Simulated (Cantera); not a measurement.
A freely propagating, adiabatic, planar premixed flame of CH4 : CO : O2 : N2 = 1 : 0.062 : 1.85 : 6.94 (molar parts), equivalence ratio 1.1, unburnt at 650 K and 1.20 bar; unity-Lewis-number transport, grid criteria slope 0.08 and curve 0.16, no radiation.

Cantera simulation using GRI-Mech 3.0 (53 species, 325 reactions); the numbers are that mechanism's predictions, not measurements. Unity Lewis numbers drop preferential diffusion, which matters most where H2 and H carry the flame. Burning velocities carry a grid error of a few per cent, more on coarse grids.

x: mole fraction of selected species; z is measured from the peak of heat release.

```csv
z (mm),T (K),u (m/s),x CH4,x CO,x O2,x CO2,x H2,x NO
-0.954,651,1.02,0.101,0.00632,0.188,1.40e-5,1.44e-5,1.14e-8
-0.636,655,1.02,0.101,0.00648,0.187,___,___,___
-0.477,670,1.05,0.100,0.00706,0.186,0.000482,0.000494,3.96e-7
-0.318,752,1.18,0.0940,0.0102,0.177,0.00244,0.00250,2.05e-6
-0.159,1137,1.80,0.0640,0.0258,0.135,0.0122,0.0125,1.09e-5
-0.0795,1531,2.47,0.0321,0.0427,0.0894,0.0231,0.0231,2.12e-5
0,1916,3.14,0.00492,0.0576,0.0407,0.0366,0.0284,3.60e-5
0.0795,2048,3.36,0.000150,0.0542,0.0202,0.0480,0.0228,5.15e-5
0.159,2089,3.42,2.53e-6,0.0481,0.0155,0.0547,0.0217,6.04e-5
0.318,2145,3.50,<1e-8,0.0433,0.0128,0.0600,0.0213,7.01e-5
0.636,2215,3.59,<1e-8,0.0403,0.0104,0.0635,0.0196,8.45e-5
1.27,2289,3.69,<1e-8,0.0374,___,0.0671,___,___
2.55,2350,3.77,<1e-8,0.0344,0.00534,0.0705,0.0150,0.000149
```

### Question
Some entries are withheld; supply them.

### Answer

- -0.636, x CO2: 0.000116
- -0.636, x H2: 0.000119
- -0.636, x NO: 9.48e-8
- 1.27, x O2: 0.00771
- 1.27, x H2: 0.0171
- 1.27, x NO: 0.000109
